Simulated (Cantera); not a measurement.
A closed system holds: 1 mol CCl4, 0.011 mol Si, 4.7 mol H2, 0.011 mol HCl, held at 0.00270 bar.

Equilibrium computed with Cantera from the NASA thermochemical tables; the gas is ideal and each condensed phase is pure. Candidate condensed phases: C, C6H6, C7H8, C8H18, Si, SiC; 109 gas species. The tables' values for SiCl3 are old estimates; treat these amounts as uncertain. The numbers say what is thermodynamically allowed, not how fast it happens.

x: gas mole fraction; n: condensed amount in mol.

| T (K) | x HCl | x H2 | x Cl | x H | x SiCl2 | x SiCl3 | x C2H2 (acetylene) | n C(graphite) |
|---|---|---|---|---|---|---|---|---|
| 1525 | 0.594 | 0.404 | ___ | 0.000289 | 0.00144 | 0.000149 | 4.88e-6 | 1.000 |
| 1575 | 0.593 | 0.404 | ___ | 0.000508 | 0.00150 | 0.000114 | 8.52e-6 | 1.000 |
| 1625 | 0.593 | 0.404 | ___ | 0.000863 | 0.00154 | 8.85e-5 | 1.44e-5 | 1.000 |
| 1675 | 0.592 | 0.403 | ___ | 0.00142 | 0.00156 | 6.89e-5 | 2.34e-5 | 1.000 |
| 1725 | 0.590 | 0.403 | ___ | 0.00227 | 0.00158 | 5.42e-5 | 3.71e-5 | 0.999 |
| 1775 | 0.588 | 0.403 | ___ | 0.00353 | 0.00158 | 4.31e-5 | 5.73e-5 | 0.999 |
| 1825 | 0.585 | 0.402 | ___ | 0.00537 | 0.00159 | 3.45e-5 | 8.63e-5 | 0.999 |

Problem. What belongs in the gaps?

Solution. 
- 1525, x Cl: 0.000341
- 1575, x Cl: 0.000593
- 1625, x Cl: 0.000997
- 1675, x Cl: 0.00163
- 1725, x Cl: 0.00257
- 1775, x Cl: 0.00397
- 1825, x Cl: 0.00596
